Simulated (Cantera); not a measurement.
Gas mixture: N2O : O2 = 0.22 : 0.58 (molar parts), at 2670 Pa, frozen composition.

Cantera's kinetic-theory transport with the Lennard-Jones parameters of GRI-Mech 3.0, ideal gas; thermal conductivity in the multicomponent form.

D: mixture-averaged diffusion coefficient of that species in the mixture.

```json
[
 {"T (K)": "400", "ρ (kg/m³)": "0.0283", "cp (J/kg/K)": "951.3", "μ (µPa s)": "23.5", "λ (mW/m/K)": "31.0", "Pr": "0.720", "D (cm²/s) N2": "12.1", "D (cm²/s) OH": "[?]", "D (cm²/s) NH3": "13.3"},
 {"T (K)": "500", "ρ (kg/m³)": "0.0226", "cp (J/kg/K)": "995.8", "μ (µPa s)": "27.8", "λ (mW/m/K)": "38.4", "Pr": "0.721", "D (cm²/s) N2": "17.8", "D (cm²/s) OH": "[?]", "D (cm²/s) NH3": "20.3"},
 {"T (K)": "600", "ρ (kg/m³)": "0.0189", "cp (J/kg/K)": "1036", "μ (µPa s)": "31.8", "λ (mW/m/K)": "45.6", "Pr": "0.722", "D (cm²/s) N2": "24.4", "D (cm²/s) OH": "[?]", "D (cm²/s) NH3": "28.3"},
 {"T (K)": "700", "ρ (kg/m³)": "0.0162", "cp (J/kg/K)": "1072", "μ (µPa s)": "35.5", "λ (mW/m/K)": "52.6", "Pr": "0.723", "D (cm²/s) N2": "31.6", "D (cm²/s) OH": "[?]", "D (cm²/s) NH3": "37.4"},
 {"T (K)": "800", "ρ (kg/m³)": "0.0141", "cp (J/kg/K)": "1102", "μ (µPa s)": "38.9", "λ (mW/m/K)": "59.3", "Pr": "0.723", "D (cm²/s) N2": "39.6", "D (cm²/s) OH": "[?]", "D (cm²/s) NH3": "47.5"},
 {"T (K)": "900", "ρ (kg/m³)": "0.0126", "cp (J/kg/K)": "1126", "μ (µPa s)": "42.2", "λ (mW/m/K)": "65.7", "Pr": "0.723", "D (cm²/s) N2": "48.3", "D (cm²/s) OH": "[?]", "D (cm²/s) NH3": "58.5"}
]
```

### Question
Fill in the missing entries.

### Answer

- 400, D (cm²/s) OH: 18.7
- 500, D (cm²/s) OH: 27.5
- 600, D (cm²/s) OH: 37.5
- 700, D (cm²/s) OH: 48.7
- 800, D (cm²/s) OH: 61.0
- 900, D (cm²/s) OH: 74.3
